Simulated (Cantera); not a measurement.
Standard-state values (1 bar) from the NASA 1993 polynomials, evaluated with Cantera. Values are per mole of reaction as written; species without (g) are pure solids or liquids, kept so even where they would boil at 1 bar.

Task: Between 300 and 2248 K, where is each reaction favourable under standard conditions?
- CF₃(g) + F(g) ⇌ CF₄(g)

Result: 
- CF₃(g) + F(g) ⇌ CF₄(g): ΔG° is -493 kJ at 300 K and -169 kJ at 2248 K; it stays negative (K > 1). ΔH° is -541 kJ and ΔS° -165 J/K at 2248 K.
